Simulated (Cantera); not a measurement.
An isothermal, constant-pressure homogeneous reactor starts with H2 : O2 : N2 = 1.6 : 1 : 1.4 (molar parts), equivalence ratio 0.80, at 798 K and 128 Torr. Integrator tolerance rtol = 1e-08.

Cantera simulation using GRI-Mech 3.0 (53 species, 325 reactions); the numbers are that mechanism's predictions, not measurements. Below about 950 K walls govern HO2 and H2O2 in real vessels. The temperature is held fixed by assumption; the heat of reaction is taken as removed at once.

**Question.** What does this change do: temperature 798 to 1298 K?

**Answer.** 
```csv
quantity,before,after
x(H2) at 30.0 s,0.382 (gas-phase equilibrium <1e-12),4.09e-7 (gas-phase equilibrium 4.09e-7)
x(O2) at 30.0 s,0.241 (gas-phase equilibrium 0.0625),0.0625 (gas-phase equilibrium 0.0624)
x(NO) at 30.0 s,<1e-12 (gas-phase equilibrium 7.92e-7),1.37e-5 (gas-phase equilibrium 0.000160)
x(H2O2) at 30.0 s,0.00105 (gas-phase equilibrium 5.74e-12),2.78e-9 (gas-phase equilibrium 2.78e-9)
x(H2O) at 30.0 s,0.0215 (gas-phase equilibrium 0.500),0.500 (gas-phase equilibrium 0.500)
x(O) at 30.0 s,3.40e-9 (gas-phase equilibrium <1e-12),1.04e-7 (gas-phase equilibrium 1.04e-7)
x(OH) at 30.0 s,1.42e-9 (gas-phase equilibrium 2.12e-9),2.65e-5 (gas-phase equilibrium 2.65e-5)
```

**Question.** What does this change do: pressure from 128 Torr to 82.5 Torr?

**Answer.** 
| quantity | before | after |
|---|---|---|
| x(H2) at 30.0 s | 0.382 (gas-phase equilibrium <1e-12) | 0.267 (gas-phase equilibrium <1e-12) |
| x(O2) at 30.0 s | 0.241 (gas-phase equilibrium 0.0625) | 0.187 (gas-phase equilibrium 0.0625) |
| x(NO) at 30.0 s | <1e-12 (gas-phase equilibrium 7.92e-7) | 5.34e-10 (gas-phase equilibrium 7.92e-7) |
| x(H2O2) at 30.0 s | 0.00105 (gas-phase equilibrium 5.74e-12) | 0.000545 (gas-phase equilibrium 4.62e-12) |
| x(H2O) at 30.0 s | 0.0215 (gas-phase equilibrium 0.500) | 0.166 (gas-phase equilibrium 0.500) |
| x(O) at 30.0 s | 3.40e-9 (gas-phase equilibrium <1e-12) | 1.94e-9 (gas-phase equilibrium <1e-12) |
| x(OH) at 30.0 s | 1.42e-9 (gas-phase equilibrium 2.12e-9) | 9.32e-10 (gas-phase equilibrium 2.36e-9) |
Radical loss at walls, strong at low pressure, is not modelled.
